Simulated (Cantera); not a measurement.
Gas mixture: 100 % NO, at 0.0320 bar, frozen composition.

Cantera's kinetic-theory transport with the Lennard-Jones parameters of GRI-Mech 3.0, ideal gas; thermal conductivity in the mixture-averaged form. The composition is frozen, though it would react at the higher temperatures.

D: mixture-averaged diffusion coefficient of that species in the mixture.

```
T (K)  ρ (kg/m³)  cp (J/kg/K)  μ (µPa s)  λ (mW/m/K)     Pr  D (cm²/s) O  D (cm²/s) CH4  D (cm²/s) CO2
-----  ---------  -----------  ---------  ----------  -----  -----------  -------------  -------------
400       0.0289        998.6       23.1        32.4  0.712         16.7           11.7           8.26
550       0.0210         1028          …           …  0.707            …              …              …
700       0.0165         1067          …           …  0.707            …              …              …
850       0.0136         1104       38.6        60.2  0.708         59.6           42.4           30.7
1000      0.0115         1133       42.9        68.6  0.709         78.1           55.6           40.4
1150      0.0100         1153       47.0        76.7  0.707         98.5           70.2           51.1
```

Complete the blanks.


- 550, μ (µPa s): 28.9
- 550, λ (mW/m/K): 42.0
- 550, D (cm²/s) O: 28.7
- 550, D (cm²/s) CH4: 20.3
- 550, D (cm²/s) CO2: 14.5
- 700, μ (µPa s): 34.0
- 700, λ (mW/m/K): 51.3
- 700, D (cm²/s) O: 43.1
- 700, D (cm²/s) CH4: 30.5
- 700, D (cm²/s) CO2: 22.0
